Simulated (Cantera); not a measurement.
A closed system holds: 1 mol C2F6, 0.11 mol H2, 0.21 mol F2, held at 1425 °C and 7.70 mbar.

Method: chemical equilibrium by Gibbs-energy minimisation in Cantera with the NASA 1993 tables (ideal gas, pure condensed phases). The feed counts by its element totals alone. Gases not in the tables: C2F6 and larger saturated fluorocarbons. Rates play no part.

```tsv
species	before	after
HF	0.124	0.674
CF4	0.868	0.321
CF2	0.00614	0.00373
CF3	0.000791	0.000375
F	0.00141	0.00110
C(graphite), mol	0.445	0.939
```
Gas species are given as mole fractions.

Q: Name the change that produced these shifts.
(A) pressure from 7.70 mbar to 14.0 mbar
(B) pressure from 7.70 mbar to 1.00 bar
(C) H2 from 0.11 to 1.1 mol
(D) temperature from 1425 °C to 875 °C

A: C, H2 from 0.11 to 1.1 mol
